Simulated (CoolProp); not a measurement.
Values from CoolProp's reference Helmholtz-energy equation of state, McLinden 2015.

Question: For the fluoroketone C6F12O (FK-5-1-12), give the phase and the cp (kJ/(kg K)), isothermal compressibility (1/MPa), fugacity coefficient at 294.5 K and 1510 kPa.

Answer: 
- 294.5 K and 1510 kPa: liquid; cp 1.10, isothermal compressibility 0.00276, fugacity coefficient 0.0250
